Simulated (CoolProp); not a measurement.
Model: reference Helmholtz-energy equation of state, Lemmon 2003, in CoolProp. It is a pseudo-pure fit of the blend.

### Question
For R407C, give the phase and the Z, speed of sound (m/s), expansivity (1/kK), viscosity (µPa s) at 406.3 K and 16.8 MPa.

### Answer
- 406.3 K and 16.8 MPa: supercritical; Z 0.532, speed of sound 292, expansivity 5.80, viscosity 73.3

Viscosity comes from a separate model (Geller 2000).
